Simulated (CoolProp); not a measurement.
Vapour-liquid equilibrium of propylene (1) + isobutane (2) at 212.4 K; x and y are mole fractions of (1).

Computed with CoolProp (multi-fluid Helmholtz-energy mixture model, Lemmon 2013 and Bücker 2006; pair parameters Bell 2016).

```json
[
 {"x": "0.05", "bubble pressure (MPa)": "?", "y at the bubble point": "0.301", "dew pressure at overall composition x (MPa)": "0.009259", "liquid density (mol/L)": "11.25"},
 {"x": "0.2", "bubble pressure (MPa)": "0.01775", "y at the bubble point": "0.577", "dew pressure at overall composition x (MPa)": "0.01078", "liquid density (mol/L)": "11.71"},
 {"x": "0.35", "bubble pressure (MPa)": "0.02181", "y at the bubble point": "?", "dew pressure at overall composition x (MPa)": "?", "liquid density (mol/L)": "12.22"},
 {"x": "0.5", "bubble pressure (MPa)": "0.02654", "y at the bubble point": "0.809", "dew pressure at overall composition x (MPa)": "0.01578", "liquid density (mol/L)": "12.78"},
 {"x": "0.65", "bubble pressure (MPa)": "0.03297", "y at the bubble point": "0.901", "dew pressure at overall composition x (MPa)": "0.01995", "liquid density (mol/L)": "13.38"},
 {"x": "0.8", "bubble pressure (MPa)": "0.04144", "y at the bubble point": "0.964", "dew pressure at overall composition x (MPa)": "0.02605", "liquid density (mol/L)": "14.01"},
 {"x": "0.95", "bubble pressure (MPa)": "?", "y at the bubble point": "0.995", "dew pressure at overall composition x (MPa)": "0.03895", "liquid density (mol/L)": "?"}
]
```

**Question.** What belongs in the gaps?

**Answer.** 
- 0.05, bubble pressure (MPa): 0.01210
- 0.35, y at the bubble point: 0.703
- 0.35, dew pressure at overall composition x (MPa): 0.01285
- 0.95, bubble pressure (MPa): 0.05073
- 0.95, liquid density (mol/L): 14.66

No azeotrope shows between x = 0.05 and 0.95.

Pair parameters are fitted to limited data, so mixtures are less certain than the pure fluids. The gap from Raoult's law changes sign with composition, which may be real or a fault of the pair parameters; it wasn't checked against measurements.
